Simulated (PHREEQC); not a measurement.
0.035 g of hydrous ferric oxide (600 m²/g; 0.2 weak and 0.005 strong sites per Fe, Dzombak-Morel constants, diffuse double layer) in 1 kg of water with 0.005 mol/kgw of an inert sodium salt and 1.3e-05 mol MgCl2, 2.2e-05 mol MnCl2 and 0.00011 mol CuCl2, at 25 °C; the pH is set by adding NaOH or the inert anion's acid. No oxygen is let in. CO2 from the air is kept out. Nothing may precipitate in this run.

Model: ion-association model, wateq4f.dat, run in PHREEQC.

Q: Predict Cu sorbed (%) at pH = 5.33, 6.67, 9.33.

A: 
| pH | Cu sorbed (%) |
|---|---|
| 5.33 | 9.6 |
| 6.67 | 36.3 |
| 9.33 | 20.7 |

Along this series the solution becomes supersaturated in solids that the run did not let form, among them Pyrochroite, Cu(OH)2, Atacamite. The database's constant for dissolved Cu(OH)2 is higher than later reviews accept.
